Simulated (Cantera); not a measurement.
A closed system holds: 1 mol SiH₄, 0.052 mol HCl, 59 mol H₂, equilibrated at 1025 K and 1.30 bar.

Method: chemical equilibrium by Gibbs-energy minimisation in Cantera with the NASA 1993 tables (ideal gas, pure condensed phases). Candidate condensed phases: Si; 19 gas species. Equilibrium is a limit: real reactors are often held back by kinetics, nucleation or transport.

Base state: H₂ 0.999, HCl 0.000781, SiH₂Cl₂ 1.33e-5, SiHCl₃ 1.09e-5 (mole fractions); condensed: Si(s).

What changes in the equilibrium state with this change: SiH₄ replaced by SiHCl₃?


```
species       before     after
----------  --------  --------
H₂             0.999     0.980
SiHCl₃       1.09e-5   0.00675
HCl         0.000781   0.00662
SiCl₄        9.92e-7   0.00531
SiCl₃        2.28e-7  0.000142
Si(s), mol     0.998     0.200
```
The tables' values for SiCl₃ are old estimates; treat these amounts as uncertain.
